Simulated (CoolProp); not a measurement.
Vapour pressure (MPa) of oxygen: the reference equation beside estimates from Tc = -118.6 °C, pc = 5.046 MPa, ω = 0.022.

Model: reference Helmholtz-energy equation of state, Schmidt 1985, in CoolProp.

| T (°C) | reference | Redlich-Kwong | Soave-Redlich-Kwong | Peng-Robinson |
|---|---|---|---|---|
| -161.35 | 0.6140 | 0.5773 | 0.6155 | 0.6166 |
| -157.35 | 0.7944 | 0.7621 | 0.7987 | 0.7977 |
| -153.35 | 1.010 | 0.9850 | 1.019 | 1.015 |
| -149.25 | 1.273 | 1.257 | 1.286 | 1.279 |
| -145.25 | 1.573 | 1.568 | 1.591 | 1.581 |
| -141.25 | 1.920 | 1.928 | 1.945 | 1.932 |
| -137.15 | 2.330 | 2.351 | 2.361 | 2.345 |
| -133.15 | 2.788 | 2.820 | 2.824 | 2.806 |
| -129.15 | 3.307 | 3.347 | 3.346 | 3.329 |
| -125.05 | 3.911 | 3.951 | 3.947 | 3.933 |
| -121.05 | 4.580 | 4.604 | 4.602 | 4.595 |

Absolute difference from the reference over all 11 rows, mean and median: Redlich-Kwong 1.8 and 1.1 %, Soave-Redlich-Kwong 0.9 and 1.0 %, Peng-Robinson 0.5 and 0.5 %.
